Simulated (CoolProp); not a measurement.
Vapour-liquid equilibrium of R125 (1) + R227EA (2) at 0.377 bar; x and y are mole fractions of (1).

Computed with CoolProp (multi-fluid Helmholtz-energy mixture model, Lemmon 2005 and Lemmon 2016; pair parameters Bell 2016).

### Question
Give the bubble temperature and the first vapour's composition at x = 0.05, 0.45, 0.65. Is there an azeotrope?

### Answer
x = 0.05: 233.1 K, y = 0.189; x = 0.45: 217.3 K, y = 0.813; x = 0.65: 212.7 K, y = 0.911. No azeotrope shows between x = 0.05 and 0.95.

The pair parameters rest on a limited set of measurements; away from them the model extrapolates.
